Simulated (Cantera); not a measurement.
Mixture: H₂ : O₂ : N₂ = 1 : 0.556 : 2.09 (molar parts), equivalence ratio 0.90, at 660000 Pa, adiabatic and at constant volume. Ignition delay is the time to a rise of 400 K.

Cantera simulation using the H2/O2 subset of GRI-Mech 3.0, which has no nitrogen chemistry; the numbers are that mechanism's predictions, not measurements. The hydrogen kinetics of GRI-Mech 3.0 are dated; newer H2 mechanisms differ, most at raised pressure. Where the delays flatten at high temperature, the 400 K rule measures the pace of heat release, not the induction time.

**Question.** Predict: delay at 1300 K; delay at 1400 K; delay at 1500 K; delay at 1600 K; delay at 1700 K.

**Answer.** delay at 1300 K: 5.42 µs
delay at 1400 K: 3.05 µs
delay at 1500 K: 2.05 µs
delay at 1600 K: 1.51 µs
delay at 1700 K: 1.19 µs
